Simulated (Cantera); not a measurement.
A closed system holds: 1 mol MgO, 22 mol HCl, 0.61 mol N2, at 1675 °C and 75.0 Torr.

Cantera equilibrium calculation (NASA polynomials, part measured and part estimated; ideal gas, pure solids and liquids). Candidate condensed phases: H2O, Mg, MgCl2, MgO, Mg(OH)2, NH4Cl; 38 gas species. Rates play no part.

Base state: HCl 0.853, MgCl2 0.0437, H2O 0.0436, N2 0.0267, Cl 0.0218, H2 0.0109, H 0.000374, OH 0.000135 (mole fractions); condensed: gas only.

Task: What changes in the equilibrium state with this change: MgO replaced by Fe2O3?

Result: 
| species | before | after |
|---|---|---|
| HCl | 0.853 | 0.703 |
| H2O | 0.0436 | 0.115 |
| FeCl2 | 0 | 0.0848 |
| MgCl2 | 0.0437 | 0 |
| H2 | 0.0109 | 0.000952 |
| Cl | 0.0218 | 0.0611 |
| N2 | 0.0267 | 0.0259 |
| FeCl3 | 0 | 0.000380 |
| O2 | 5.89e-6 | 0.00546 |
| ClO | 2.63e-7 | 2.24e-5 |
| O | 3.41e-6 | 0.000104 |
Further candidate phases: Fe, FeCl2, FeCl3, FeO, Fe(OH)2, Fe(OH)3, Fe2O3, Fe3O4.

Task: What changes in the equilibrium state with this change: temperature from 1675 °C to 1452 °C?

Result: 
| species | before | after |
|---|---|---|
| HCl | 0.853 | 0.875 |
| MgCl2 | 0.0437 | 0.0441 |
| H2O | 0.0436 | 0.0440 |
| Cl | 0.0218 | 0.00675 |
| H2 | 0.0109 | 0.00347 |
| N2 | 0.0267 | 0.0269 |
| H | 0.000374 | 3.46e-5 |
| OH | 0.000135 | 2.42e-5 |

Task: What changes in the equilibrium state with this change: temperature from 1675 °C to 800 °C?

Result: 
```csv
species,before,after
HCl,0.853,0.958
N2,0.0267,0.0270
MgCl2,0.0437,0.00747
H2O,0.0436,0.00747
Cl,0.0218,1.02e-5
H2,0.0109,1.41e-5
H,0.000374,<1e-9
OH,0.000135,<1e-9
Cl2,0.000132,9.02e-6
"MgO(s), mol",0,0.831
```
